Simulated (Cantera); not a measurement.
Mixture: H₂ : O₂ : N₂ = 1 : 0.417 : 1.57 (molar parts), equivalence ratio 1.2, at 10.0 bar, adiabatic and at constant pressure. Ignition delay is the time to a rise of 400 K.

Model: GRI-Mech 3.0 (53 species, 325 reactions), integrated in Cantera. The hydrogen kinetics of GRI-Mech 3.0 are dated; newer H2 mechanisms differ, most at raised pressure.

Task: What does this change do: H2 1 to 1.4 parts?

Result: 
```
quantity                                               before      after
--------------------------------------------------  ---------  ---------
delay at 1225 K                                       26.0 µs    27.6 µs
delay at 1325 K                                       3.99 µs    4.25 µs
delay at 1425 K                                       2.05 µs    2.15 µs
delay at 1525 K                                       1.34 µs    1.40 µs
delay at 1625 K                                      0.981 µs    1.02 µs
delay at 1725 K                                      0.768 µs   0.792 µs
apparent activation energy between 1525 and 1725 K  61 kJ/mol  62 kJ/mol
```
